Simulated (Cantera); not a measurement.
## Diamond growth

A diamond (100) surface in a fixed gas of H2 with x(CH4) = 0.0063, x(CH3) = 3.8e-05, at 923 K, 35.3 Torr; coverages are run to steady state.

Computed with Cantera and the Harris–Goodwin 1993 mechanism for the reconstructed diamond (100) surface.

| x(H) | growth (µm/h) | θ c6HH | θ c6H* | θ c6*H | θ c6** | θ c6HM |
|---|---|---|---|---|---|---|
| 0.0001 | 0.352 | 0.546 | 0.00927 | 0.240 | 0.00280 | 0.159 |
| 0.00024 | 0.479 | 0.598 | 0.0105 | 0.273 | 0.00392 | 0.0902 |
| 0.00059 | 0.565 | 0.635 | 0.0114 | 0.294 | 0.00469 | 0.0432 |
| 0.0014 | 0.608 | 0.654 | 0.0118 | 0.304 | 0.00508 | 0.0196 |
| 0.0035 | 0.629 | 0.663 | 0.0120 | 0.310 | 0.00527 | 0.00810 |
| 0.0085 | 0.637 | 0.667 | 0.0121 | 0.312 | 0.00535 | 0.00338 |
| 0.021 | 0.641 | 0.668 | 0.0123 | 0.312 | 0.00540 | 0.00138 |
| 0.05 | 0.644 | 0.669 | 0.0125 | 0.312 | 0.00544 | 0.000580 |
| 0.12 | 0.647 | 0.669 | 0.0132 | 0.312 | 0.00551 | 0.000243 |
θ: site fractions in the mechanism's names (c6HH fully hydrogenated, c6H* and c6*H radical sites, c6** diradical, c6HM methylated).
